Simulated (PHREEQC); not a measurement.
## Brine (model solution)

Dissolve 0.77 mol LiBr, 2.7 mol CaCl2 and 0.17 mol KBr per kg of water at 15 °C. Closed to the air; pH follows from the charge balance.

Model: Pitzer model, pitzer.dat, run in PHREEQC.

Precipitation was switched off in this run.

### Question
Predict the activity of water.

### Answer
activity of water 0.717.
